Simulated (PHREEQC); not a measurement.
Consider water at 25 °C with 0.049 mol NH3 and 0.56 mol K2SO4 per kg of water. Closed to the air; pH follows from the charge balance.

Model: ion-association model, phreeqc.dat, run in PHREEQC.

Precipitation was switched off in this run.

Q: What pH, density does the model give?

A: pH 11.11; density 1.069 g/cm³.

Q: In which forms is S present?

A: SO4-2 55 %, KSO4- 44 % of the S.

The ionic strength is past about 0.7 mol/kgw, beyond the range of this activity model, so the values are rough.
